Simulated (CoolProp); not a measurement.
Vapour-liquid equilibrium of carbon dioxide (1) + CHF3 (R23) (2) at 254.4 K; x and y are mole fractions of (1).

Model: multi-fluid Helmholtz-energy mixture model, Span 1996 and Penoncello 2003; pair parameters Bell 2016, in CoolProp.

**Question.** Give the bubble pressure and the first vapour's composition at x = 0.5, 0.65, 0.8. Is there an azeotrope?

**Answer.** x = 0.5: 1.820 MPa, y = 0.567; x = 0.65: 1.906 MPa, y = 0.700; x = 0.8: 1.978 MPa, y = 0.827. No azeotrope shows between x = 0.05 and 0.95.

The pair parameters rest on a limited set of measurements; away from them the model extrapolates.
